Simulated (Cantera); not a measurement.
A closed system holds: 1 mol CH4, a varied amount of CO2, at 1048 K and 1 atm.

Cantera equilibrium calculation (NASA polynomials, part measured and part estimated; ideal gas, pure solids and liquids). Candidate condensed phases: C, C6H6, C7H8, C8H18, H2O; 110 gas species. Equilibrium is a limit: real reactors are often held back by kinetics, nucleation or transport.

What share of the C ends up in condensed phases as a function of n(CO2) (mol), at 0.038, 0.056, 0.083, 0.12, 0.18, 0.27, 0.4, 0.59?


```
n(CO2) (mol)  C condensed (%)           as
------------  ---------------  -----------
0.038                    84.5  C(graphite)
0.056                    82.0  C(graphite)
0.083                    78.4  C(graphite)
0.12                     73.8  C(graphite)
0.18                     66.9  C(graphite)
0.27                     57.6  C(graphite)
0.4                      46.3  C(graphite)
0.59                     32.8  C(graphite)
```
